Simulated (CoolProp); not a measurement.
Properties of the fluoroketone C6F12O (FK-5-1-12) along the isotherm 464.2 K (Tc = 441.8 K, pc = 1869 kPa, ω = 0.471).

Computed with CoolProp (reference Helmholtz-energy equation of state, McLinden 2015).

| p (kPa) | phase | Z | cp (kJ/(kg K)) | speed of sound (m/s) | expansivity (1/kK) |
|---|---|---|---|---|---|
| 59.1 | gas | 0.9908 | 1.029 | 111.0 | 2.229 |
| 99.7 | gas | 0.9844 | 1.030 | 110.3 | 2.283 |
| 168 | gas | 0.9735 | 1.033 | 109.2 | 2.378 |
| 284 | gas | 0.9549 | 1.038 | 107.2 | 2.552 |
| 479 | gas | 0.9226 | 1.048 | 103.8 | 2.890 |
| 809 | gas | 0.8649 | 1.070 | 97.56 | 3.641 |
| 1370 | gas | 0.7532 | 1.135 | 85.14 | 5.897 |
| 2300 | supercritical | 0.4935 | 1.646 | 58.69 | 23.52 |
| 3890 | supercritical | 0.3505 | 1.448 | 113.7 | 9.533 |
| 6560 | supercritical | 0.5044 | 1.284 | 185.7 | 4.372 |
| 11100 | supercritical | 0.7726 | 1.225 | 259.4 | 2.729 |
| 18700 | supercritical | 1.201 | 1.193 | 341.6 | 1.903 |

The peak of cp marks the crossing from liquid-like to gas-like fluid above the critical point.
